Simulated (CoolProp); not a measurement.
Propylene along the isotherm 388.2 K: density (kg/m³) from the reference equation and from simpler models built on Tc = 364.2 K, pc = 4555 kPa, ω = 0.146; each cubic takes its own stable root.

The numbers come from the reference Helmholtz-energy equation of state, Lemmon 2013 in CoolProp.

```tsv
p (kPa)	phase	reference	van der Waals	Soave-Redlich-Kwong	Peng-Robinson
253	gas	3.351	3.346	3.351	3.357
506	gas	6.813	6.793	6.811	6.839
759	gas	10.40	10.35	10.39	10.45
1010	gas	14.08	13.99	14.07	14.18
1270	gas	18.04	17.91	18.02	18.21
1520	gas	22.00	21.81	21.97	22.25
1770	gas	26.13	25.87	26.08	26.48
2020	gas	30.44	30.10	30.38	30.91
2280	gas	35.14	34.70	35.05	35.76
```
